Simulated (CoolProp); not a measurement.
Isobutane at 253.69 K and 0.0615 MPa is compressed adiabatically to 0.338 MPa with isentropic efficiency 0.7. Each further row changes one setting.

Model: reference Helmholtz-energy equation of state, Bücker 2006, in CoolProp.

```json
[
 {"case": "as stated", "work (kJ/kg)": "91.1", "final temperature (K)": "315.6", "final density (kg/m³)": "8.11"},
 {"case": "efficiency 1", "work (kJ/kg)": "63.8", "final temperature (K)": "300.6", "final density (kg/m³)": "8.66"},
 {"case": "efficiency 0.65", "work (kJ/kg)": "98.2", "final temperature (K)": "319.4", "final density (kg/m³)": "7.99"}
]
```
